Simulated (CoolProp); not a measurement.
Saturation properties of n-octane.

Values from CoolProp's reference Helmholtz-energy equation of state, Beckmüller 2019.

| T (°C) | p (MPa) | enthalpy of vaporisation (kJ/kg) | surface tension (mN/m) |
|---|---|---|---|
| 83.95 | 0.02700 | 328.5 | … |
| 98.85 | 0.04513 | 319.2 | … |
| 113.85 | … | 309.4 | 13.0 |
| 128.85 | 0.1107 | 299.3 | 11.7 |
| 143.75 | 0.1633 | 288.6 | 10.4 |
| 158.75 | 0.2340 | 277.2 | 9.20 |
| 173.75 | 0.3262 | 264.9 | 7.97 |
| 188.65 | 0.4430 | … | 6.78 |

**Question.** Complete the blanks.

**Answer.** 
- 83.95, surface tension (mN/m): 15.6
- 98.85, surface tension (mN/m): 14.3
- 113.85, p (MPa): 0.07216
- 188.65, enthalpy of vaporisation (kJ/kg): 251.8

It boils at 125.6 °C under 1 atm.

Surface tension comes from a separate correlation (Mulero 2012).
